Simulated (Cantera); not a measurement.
An adiabatic, constant-volume homogeneous reactor starts with CH4 : C2H6 : C3H8 : O2 : N2 = 1 : 0.043 : 0.35 : 2.44 : 9.17 (molar parts), equivalence ratio 1.6, at 1775 K and 10.0 bar.

Detailed kinetics in Cantera: GRI-Mech 3.0 (53 species, 325 reactions). GRI-Mech 3.0 was tuned for natural gas; its chemistry of propane as a main component is partial and can be far from experiment. Above 3000 K some thermodynamic fits are extrapolated.

Predict: time of steepest temperature rise; temperature at 3.00 s; equilibrium temperature; x(O2) at 3.00 s; x(OH) at 3.00 s.


```
Item                                                                Result
---------------------------------  ---------------------------------------
time of steepest temperature rise                                  3.66 µs
temperature at 3.00 s                                               3229 K
equilibrium temperature                                             3229 K
x(O2) at 3.00 s                    0.00112 (gas-phase equilibrium 0.00112)
x(OH) at 3.00 s                      0.0124 (gas-phase equilibrium 0.0124)
```
